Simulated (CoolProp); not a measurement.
Computed with CoolProp (reference Helmholtz-energy equation of state, Thol 2012).

Task: For benzene, give the phase and the cp (kJ/(kg K)), viscosity (µPa s) at 530 K and 0.101 MPa; 587.1 K and 0.101 MPa; 610 K and 0.101 MPa.

Result: 
- 530 K and 0.101 MPa: gas; cp 1.88, viscosity 13.3
- 587.1 K and 0.101 MPa: gas; cp 2.02, viscosity 14.7
- 610 K and 0.101 MPa: gas; cp 2.08, viscosity 15.3

Viscosity comes from a separate model (Avgeri 2014).
